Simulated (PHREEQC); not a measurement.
Dissolve 0.0044 mol/kgw MnSO4, 4.7e-05 mol/kgw TMAH and 0.043 mol/kgw NaAlO2 at 25 °C. Closed to the air; pH follows from the charge balance.

Model: ion-association model, phreeqc.dat, run in PHREEQC.

Problem. The ionic strength comes out as 0.0579 mol/kgw. What activity coefficients do Mn+2, OH-, Na+, SO4-2, Al(OH)4- get?

Solution. Mn+2 0.46, OH- 0.80, Na+ 0.82, SO4-2 0.44, Al(OH)4- 0.81.

Precipitation was switched off in this run. Saturation is exceeded, for instance for Al(OH)3(a), Gibbsite (slow to form); the values hold only as long as no solid forms. (CH3)4N+ isn't in the database: it is added as a free cation with an ion size of 4 Å.
